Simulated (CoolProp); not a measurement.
The numbers come from the reference Helmholtz-energy equation of state, Lemmon 2006 in CoolProp. It is a short technical equation, of lower accuracy than the large ones.

Question: Give the vapour pressure (MPa), liquid density (kg/m³), vapour density (kg/m³), enthalpy of vaporisation (kJ/kg) of saturated carbon monoxide at 93.7 K.

Answer: 
| T (K) | p (MPa) | liquid density (kg/m³) | vapour density (kg/m³) | enthalpy of vaporisation (kJ/kg) |
|---|---|---|---|---|
| 93.7 | 0.331 | 738 | 13.1 | 196 |
